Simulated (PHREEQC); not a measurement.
A column of 0.1 m (40 cells, dispersivity 0.0035 m, 720 s a shift, diffusion coefficient 3e-10 m²/s) holds 0.014 eq of the database's cation exchanger X per kg of pore water, first in equilibrium with 0.02 mol MgSO4, 0.0015 mol LiCl and 1e-05 mol HCl per kg of water. It is flushed with 0.011 mol/kgw CaCl2, 0.00075 mol/kgw LiCl and 1e-05 mol/kgw HCl, at 40 °C. Values are for the last cell. No CO2 enters from the air. Precipitation was switched off in this run.

Base run: PHREEQC, ion-association model, phreeqc.dat. Each further column changes one thing. The table gives Mg in solution (mol/kgw).

```csv
pore volumes,base,exchange capacity from 0.014 to 0.007 eq/kgw,dispersivity from 0.0035 to 0.007 m
0,0.0200,0.0200,0.0200
0.2625,0.0200,0.0200,0.0200
0.6375,0.0195,(withheld),0.0186
0.8875,0.0165,0.0157,0.0154
1.262,0.0107,0.00714,0.00996
1.512,0.00698,0.00317,(withheld)
1.887,0.00253,(withheld),0.00326
2.138,0.00107,0.000226,0.00188
2.513,0.000259,3.72e-5,(withheld)
2.763,9.51e-5,(withheld),0.000421
3.138,2.02e-5,1.56e-6,0.000164
3.388,7.00e-6,4.22e-7,8.71e-5
3.763,1.40e-6,5.82e-8,3.33e-5
4.013,4.71e-7,1.54e-8,1.75e-5
```

Q: Some entries are withheld; supply them.

A: 
- 0.6375, exchange capacity from 0.014 to 0.007 eq/kgw: 0.0194
- 1.512, dispersivity from 0.0035 to 0.007 m: 0.00673
- 1.887, exchange capacity from 0.014 to 0.007 eq/kgw: 0.000699
- 2.513, dispersivity from 0.0035 to 0.007 m: 0.000777
- 2.763, exchange capacity from 0.014 to 0.007 eq/kgw: 1.06e-5

Constants without temperature data keep their 25 °C values here.
